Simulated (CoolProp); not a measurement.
Values from CoolProp's reference Helmholtz-energy equation of state, Lemmon 2003. It is a pseudo-pure fit of the blend.

Task: For R407C, give the phase and the Z, cp (kJ/(kg K)), cv (kJ/(kg K)), isothermal compressibility (1/MPa) at 265 K and 92.6 bar; 265 K and 232 bar; 265 K and 278 bar.

Result: 
- 265 K and 92.6 bar: liquid; Z 0.279, cp 1.34, cv 0.868, isothermal compressibility 0.00244
- 265 K and 232 bar: liquid; Z 0.680, cp 1.30, cv 0.870, isothermal compressibility 0.00183
- 265 K and 278 bar: liquid; Z 0.808, cp 1.30, cv 0.871, isothermal compressibility 0.00169
